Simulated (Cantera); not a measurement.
A closed system holds: 1 mol Si, 3.5 mol N2O, 340 mol H2, equilibrated at 88.0 Pa.

These are equilibrium values from Cantera (NASA tables, ideal gas, pure condensed phases), not measurements of a reactor. Candidate condensed phases: H2O, Si, SiO2, Si2N2O, Si3N4; 35 gas species. The numbers say what is thermodynamically allowed, not how fast it happens. All values below are at 1648 K.

Base state: H2 0.977, N2 0.0101, H2O 0.00725, H 0.00297, SiO 0.00290 (mole fractions); condensed: gas only.

Problem. What changes in the equilibrium state with this change: N2O from 3.5 to 0.11 mol?

Solution. 
```json
[
 {"species": "H2", "before": "0.977", "after": "0.996"},
 {"species": "H", "before": "0.00297", "after": "0.00300"},
 {"species": "SiO", "before": "0.00290", "after": "0.000323"},
 {"species": "N2", "before": "0.0101", "after": "0.000323"},
 {"species": "H2O", "before": "0.00725", "after": "<1e-9"},
 {"species": "Si", "before": "<1e-9", "after": "0.000293"},
 {"species": "SiH", "before": "<1e-9", "after": "1.59e-5"},
 {"species": "Si(s), mol", "before": "0", "after": "0.781"}
]
```
